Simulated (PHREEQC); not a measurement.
A solution holds 0.0022 mol Cu(NO3)2, 0.00063 mol HCl and 0.13 mol H3BO3 per kg of water, at 25 °C. Closed to the air; pH follows from the charge balance.

The numbers come from PHREEQC with the ion-association model, wateq4f.dat.

This is a speciation only: nothing precipitates in the calculation.

### Question
What pH does the model give?

### Answer
pH 3.23.

Species that the database lacks are ignored.
